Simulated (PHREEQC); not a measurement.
Copper plating or etch bath: an equilibrium model

Solution (20 °C): 0.076 mol CuCl2, 0.65 mol HCl and 0.009 mol NaCl per kg of water. Closed to the air; pH follows from the charge balance.

Computed with PHREEQC (ion-association model, phreeqc.dat).

| Quantity | Result |
|---|---|
| pH | 0.31 |
| ionic strength | 0.841 mol/kgw |
| activity of water | 0.974 |
| density | 1.019 g/cm³ |
| total alkalinity | -650 meq/kg |

| species | molality | activity | log γ |
|---|---|---|---|
| Cl- | 0.786 | 0.488 | -0.208 |
| H+ | 0.650 | 0.487 | -0.125 |
| Cu+2 | 0.0540 | 0.0118 | -0.662 |
| CuCl+ | 0.0196 | 0.0120 | -0.211 |
| Na+ | 0.00900 | 0.00653 | -0.139 |
| CuCl2 | 0.00246 | 0.00298 | 0.084 |
| CuCl3- | 7.67e-6 | 4.72e-6 | -0.211 |
| CuCl4-2 | 5.65e-8 | 1.03e-8 | -0.741 |

No solid was allowed to form. Caution: at this ionic strength the ion-association model is outside its range; a Pitzer model would be the better tool where its parameters exist.
